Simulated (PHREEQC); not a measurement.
Ultrapure water in contact with air or piping

A made-up water analysis in mg/L, 15 °C, pH 6.24, pe 1.9: Na 0.0692; K 0.000329; Ca 0.0644; Mg 0.0128; Cl 0.0942; S(6) as SO4 0.0971; Alkalinity as HCO3 0.156; Si as SiO2 9.09e-05.

Cl is adjusted to close the charge balance.
Valence states are taken as typed.

Computed with PHREEQC (ion-association model, wateq4f.dat).

```
Property                 Result
--------------  ---------------
ionic strength  1.10e-5 mol/kgw
```

```json
[
 {"species": "CO2", "molality": "4.70e-6", "activity": "4.70e-6", "log γ": "0.000"},
 {"species": "HCO3-", "molality": "3.13e-6", "activity": "3.11e-6", "log γ": "-0.002"},
 {"species": "Na+", "molality": "3.01e-6", "activity": "3.00e-6", "log γ": "-0.002"},
 {"species": "Cl-", "molality": "2.71e-6", "activity": "2.70e-6", "log γ": "-0.002"},
 {"species": "Ca+2", "molality": "1.61e-6", "activity": "1.58e-6", "log γ": "-0.007"},
 {"species": "SO4-2", "molality": "1.01e-6", "activity": "9.95e-7", "log γ": "-0.007"},
 {"species": "H+", "molality": "5.78e-7", "activity": "5.75e-7", "log γ": "-0.002"},
 {"species": "Mg+2", "molality": "5.26e-7", "activity": "5.18e-7", "log γ": "-0.007"}
]
```

No solid was allowed to form. Species that the database lacks are ignored.
